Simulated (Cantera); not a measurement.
**Sublimation and decomposition of ceramics: SiC + C + H2**

Feed: 1 mol SiC, 0.051 mol C, 5.6 mol H2, equilibrated at 82.0 Pa.

Equilibrium computed with Cantera from the NASA thermochemical tables; the gas is ideal and each condensed phase is pure. Candidate condensed phases: C, C6H6, C7H8, C8H18, Si, SiC; 99 gas species. Ions and electrons are included (thermal ionisation). Rates play no part.

```tsv
T (K)	x H	x C	x Si	x H2	x e-	x Si+	x C3
3000	0.856	0.0203	0.0740	0.0241	1.95e-5	1.95e-5	0.0134
3500	0.845	0.0750	0.0754	0.00168	0.000226	0.000226	0.000317
4000	0.844	0.0789	0.0740	0.000230	0.00142	0.00142	1.16e-6
4500	0.840	0.0788	0.0692	4.84e-5	0.00587	0.00587	1.29e-8
5000	0.831	0.0779	0.0569	1.37e-5	0.0173	0.0172	3.45e-10
```
x: gas mole fraction; nothing condenses.

From 3000 K to 5000 K nothing is condensed. The main Si-bearing gas is Si throughout.
